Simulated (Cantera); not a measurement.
An adiabatic, constant-volume homogeneous reactor starts with CO : H₂ : O₂ : N₂ : CO₂ = 1 : 0.087 : 0.494 : 3.41 : 0.1 (molar parts), equivalence ratio 1.1, at 1375 K and 5.70 bar. Integrator tolerance rtol = 1e-08.

Detailed kinetics in Cantera: GRI-Mech 3.0 (53 species, 325 reactions). The hydrogen kinetics of GRI-Mech 3.0 are dated; newer H2 mechanisms differ, most at raised pressure.

**Question.** What does this change do: pressure from 5.70 bar to 5.20 bar?

**Answer.** 
```tsv
quantity	before	after
time of steepest temperature rise	15.3 µs	16.5 µs
temperature at 0.700 s	2762 K	2757 K
equilibrium temperature	2762 K	2757 K
x(CO) at 0.700 s	0.0595 (gas-phase equilibrium 0.0595)	0.0600 (gas-phase equilibrium 0.0600)
x(H₂) at 0.700 s	0.000780 (gas-phase equilibrium 0.000780)	0.000789 (gas-phase equilibrium 0.000789)
x(O₂) at 0.700 s	0.0138 (gas-phase equilibrium 0.0138)	0.0140 (gas-phase equilibrium 0.0140)
x(CO₂) at 0.700 s	0.175 (gas-phase equilibrium 0.175)	0.174 (gas-phase equilibrium 0.174)
x(HO₂) at 0.700 s	2.45e-6 (gas-phase equilibrium 2.45e-6)	2.40e-6 (gas-phase equilibrium 2.40e-6)
```

**Question.** What does this change do: initial temperature 1375 to 1750 K?

**Answer.** 
```csv
quantity,before,after
time of steepest temperature rise,15.3 µs,6.86 µs
temperature at 0.700 s,2762 K,2891 K
equilibrium temperature,2762 K,2891 K
x(CO) at 0.700 s,0.0595 (gas-phase equilibrium 0.0595),0.0791 (gas-phase equilibrium 0.0791)
x(H₂) at 0.700 s,0.000780 (gas-phase equilibrium 0.000780),0.00102 (gas-phase equilibrium 0.00102)
x(O₂) at 0.700 s,0.0138 (gas-phase equilibrium 0.0138),0.0206 (gas-phase equilibrium 0.0206)
x(CO₂) at 0.700 s,0.175 (gas-phase equilibrium 0.175),0.152 (gas-phase equilibrium 0.152)
x(HO₂) at 0.700 s,2.45e-6 (gas-phase equilibrium 2.45e-6),3.91e-6 (gas-phase equilibrium 3.91e-6)
```

**Question.** What does this change do: pressure from 5.70 bar to 12.0 bar?

**Answer.** 
```json
[
 {"quantity": "time of steepest temperature rise", "before": "15.3 µs", "after": "12.6 µs"},
 {"quantity": "temperature at 0.700 s", "before": "2762 K", "after": "2807 K"},
 {"quantity": "equilibrium temperature", "before": "2762 K", "after": "2807 K"},
 {"quantity": "x(CO) at 0.700 s", "before": "0.0595 (gas-phase equilibrium 0.0595)", "after": "0.0549 (gas-phase equilibrium 0.0549)"},
 {"quantity": "x(H₂) at 0.700 s", "before": "0.000780 (gas-phase equilibrium 0.000780)", "after": "0.000705 (gas-phase equilibrium 0.000705)"},
 {"quantity": "x(O₂) at 0.700 s", "before": "0.0138 (gas-phase equilibrium 0.0138)", "after": "0.0117 (gas-phase equilibrium 0.0117)"},
 {"quantity": "x(CO₂) at 0.700 s", "before": "0.175 (gas-phase equilibrium 0.175)", "after": "0.180 (gas-phase equilibrium 0.180)"},
 {"quantity": "x(HO₂) at 0.700 s", "before": "2.45e-6 (gas-phase equilibrium 2.45e-6)", "after": "2.92e-6 (gas-phase equilibrium 2.92e-6)"}
]
```
The pressure lies above the range GRI-Mech 3.0 was tuned for (to about 10 atm).
